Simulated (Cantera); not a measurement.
Equilibrium for silicon oxide and oxynitride deposition: TEOS + CO2 + H2

Charge: 1 mol TEOS, 27 mol CO2, 0.12 mol H2, at 2025 K and 44000 Pa.

These are equilibrium values from Cantera (NASA tables, ideal gas, pure condensed phases), not measurements of a reactor. Candidate condensed phases: C, C6H6, C7H8, C8H18, H2O, Si, SiC, SiO2; 123 gas species. The feed counts by its element totals alone. The tables hold silica as quartz up to 1696 K and as liquid above; real silica turns to tridymite and cristobalite and melts near 1996 K. Gases not in the tables: Si(OH)4. The numbers say what is thermodynamically allowed, not how fast it happens.

x(CO): 0.477
x(CO2): 0.298
x(H2O): 0.167
x(H2): 0.0570
x(H): 0.000693
x(OH): 0.000212
x(SiO): 8.23e-5
x(O2): 2.35e-6
x(O): 1.87e-6
n(SiO2(l)): 0.996 mol
gas amount: 45.14 mol
log10 activity of C(graphite) (absent): -5.12
log10 activity of Si(l) (absent): -8.10
